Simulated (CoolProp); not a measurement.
A Linde-Hampson liquefier for oxygen: isothermal reversible compression at 300 K from 1 atm to 5 MPa, throttling to 1 atm, return gas leaving the recuperator 10 K below the feed. Each further row changes one setting.

Model: reference Helmholtz-energy equation of state, Schmidt 1985, in CoolProp.

| case | liquid yield per pass | compression work (kJ/kg of gas) |
|---|---|---|
| as stated | (withheld) | 302 |
| high pressure 10 MPa | (withheld) | (withheld) |
| warm-end temperature 330 K | 0.001 | (withheld) |
| warm-end gap 15 K | (withheld) | 302 |

Q: Complete the blanks.

A: 
- as stated, liquid yield per pass: 0.007
- high pressure 10 MPa, liquid yield per pass: 0.036
- high pressure 10 MPa, compression work (kJ/kg of gas): 354
- warm-end temperature 330 K, compression work (kJ/kg of gas): 333
- warm-end gap 15 K, liquid yield per pass: no liquid

Above 300 K oxygen's equation is extrapolated.
